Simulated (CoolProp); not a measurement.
Vapour-liquid equilibrium of propane (1) + R114 (2) at 10.7 bar; x and y are mole fractions of (1).

The numbers come from the multi-fluid Helmholtz-energy mixture model, Lemmon 2009 and Platzer 1990; pair parameters Bell 2016 in CoolProp. This equation is an older, rougher fit; its heat capacities, sound speeds and derivatives of the liquid may be far off and weren't checked against measurements.

Q: Give the bubble temperature and the first vapour's composition at x = 0.2, 0.8, 0.95. Is there an azeotrope?

A: x = 0.2: 339.6 K, y = 0.430; x = 0.8: 309.1 K, y = 0.910; x = 0.95: 304.3 K, y = 0.978. No azeotrope shows between x = 0.05 and 0.95.

The pair parameters rest on a limited set of measurements; away from them the model extrapolates.
